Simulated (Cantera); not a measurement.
An adiabatic, constant-volume homogeneous reactor starts with 44.4 % H2, 11.7 % O2, 43.9 % N2, equivalence ratio 1.9, at 1450 K and 750 Torr.

Model: the H2/O2 subset of GRI-Mech 3.0, which has no nitrogen chemistry, integrated in Cantera.

Task: Predict: time of steepest temperature rise; temperature at 2.00 s; equilibrium temperature; x(H2) at 2.00 s; x(O2) at 2.00 s; x(HO2) at 2.00 s; x(OH) at 2.00 s; x(H2O) at 2.00 s.

Result: 
```json
{
 "time_of_steepest_temperature_rise": "16.5 µs",
 "temperature at 2.00 s": "2952 K",
 "equilibrium_temperature": "2952 K",
 "x(H2) at 2.00 s": "0.219 (gas-phase equilibrium 0.219)",
 "x(O2) at 2.00 s": "0.000909 (gas-phase equilibrium 0.000909)",
 "x(HO2) at 2.00 s": "1.17e-6 (gas-phase equilibrium 1.17e-6)",
 "x(OH) at 2.00 s": "0.0161 (gas-phase equilibrium 0.0161)",
 "x(H2O) at 2.00 s": "0.235 (gas-phase equilibrium 0.235)"
}
```
